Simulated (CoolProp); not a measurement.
Vapour-liquid equilibrium of CF4 (R14) (1) + R13 (2) at 154.9 K; x and y are mole fractions of (1).

Computed with CoolProp (multi-fluid Helmholtz-energy mixture model, Platzer 1990 and Platzer 1990; pair parameters Bell 2016). This equation is an older, rougher fit; its heat capacities, sound speeds and derivatives of the liquid may be far off and weren't checked against measurements.

| x | bubble pressure (bar) | y at the bubble point | dew pressure at overall composition x (bar) | liquid density (mol/L) |
|---|---|---|---|---|
| 0.05 | 0.2252 | 0.651 | 0.08613 | 15.93 |
| 0.15 | 0.4764 | 0.849 | 0.09601 | 16.12 |
| 0.25 | 0.6904 | 0.905 | 0.1085 | 16.30 |
| 0.35 | 0.8772 | 0.932 | 0.1246 | 16.48 |
| 0.45 | 1.045 | 0.949 | 0.1463 | 16.67 |
| 0.55 | 1.201 | 0.962 | 0.1772 | 16.85 |
| 0.65 | 1.352 | 0.971 | 0.2246 | 17.02 |
| 0.75 | 1.503 | 0.980 | 0.3064 | 17.20 |
| 0.85 | 1.661 | 0.988 | 0.4801 | 17.37 |
| 0.95 | 1.831 | 0.996 | 1.054 | 17.53 |

No azeotrope shows between x = 0.05 and 0.95.

Pair parameters are fitted to limited data, so mixtures are less certain than the pure fluids.
